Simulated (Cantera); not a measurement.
Charge: 1 mol Si3N4, 0.37 mol N2, at 2098.15 K.

These are equilibrium values from Cantera (NASA tables, ideal gas, pure condensed phases), not measurements of a reactor. Candidate condensed phases: Si, Si3N4; 7 gas species. The numbers say what is thermodynamically allowed, not how fast it happens.

Q: Which condensed phases are stable at each of these points (P (Pa)): 1, 16, 250, 4000, 63000, 1000000?

A: 
```
P (Pa)   condensed phases  Si condensed (%)
-------  ----------------  ----------------
1                gas only               0.0
16               gas only               0.0
250                 Si(l)              95.3
4000                Si(l)              99.7
63000            Si3N4(s)             100.0
1000000          Si3N4(s)             100.0
```

From 0.00750 Torr to 0.120 Torr nothing is condensed. From 1.88 Torr to 30.0 Torr the condensed part is Si(l). From 473 Torr to 7500 Torr the condensed part is Si3N4(s).
